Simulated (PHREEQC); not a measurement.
A solution holds 0.19 mol FeSO4, 0.00022 mol ZnCl2, 4e-05 mol H2SO4 and 7.4e-05 mol NaCl per kg of water, at 20 °C. It is in equilibrium with CO2 at log p = -3.4 (atm). Otherwise closed; pH follows from the charge balance.

Computed with PHREEQC (ion-association model, wateq4f.dat).

Each row changes one thing in this solution. Precipitation was switched off in this run.

| case | pH | ionic strength (mol/kgw) | Fe+2 (mol/kgw) | SO4-2 (mol/kgw) | FeSO4 (mol/kgw) | Cl- (mol/kgw) | SI of Melanterite (FeSO4:7H2O) | SI of Siderite (FeCO3) |
|---|---|---|---|---|---|---|---|---|
| as made | 4.79 | 0.400 | 0.100 | 0.0998 | 0.0900 | 0.000496 | -0.96 | -2.70 |
| H2SO4 left out | 5.54 | 0.400 | 0.100 | 0.0998 | 0.0900 | 0.000496 | -0.96 | -1.19 |
| H2SO4 replaced by Fe2(SO4)3 at the same molality | [?] | 0.400 | 0.100 | 0.0998 | 0.0900 | 0.000496 | -0.96 | [?] |
| diluted 5-fold with water | [?] | 0.0957 | 0.0239 | 0.0239 | 0.0141 | 0.000102 | -1.78 | -2.51 |
| NaCl left out | 4.79 | 0.400 | 0.100 | 0.0998 | 0.0900 | [?] | -0.96 | -2.70 |
| 0.0061 mol/kgw HF added | 3.09 | 0.401 | 0.100 | 0.0984 | 0.0885 | 0.000496 | -0.97 | -6.09 |
| H2SO4 from 4e-05 to 2e-05 mol/kgw | 5.05 | 0.400 | 0.100 | 0.0998 | 0.0900 | 0.000496 | -0.96 | -2.17 |

Q: Complete the blanks.

A: 
- H2SO4 replaced by Fe2(SO4)3 at the same molality, pH: 4.60
- H2SO4 replaced by Fe2(SO4)3 at the same molality, SI of Siderite (FeCO3): -3.08
- diluted 5-fold with water, pH: 5.11
- NaCl left out, Cl- (mol/kgw): 0.000425

Complexes and solids missing from the database can't appear. Some of these states are supersaturated (in Fe(OH)3(a), Jarosite-Na, for instance).
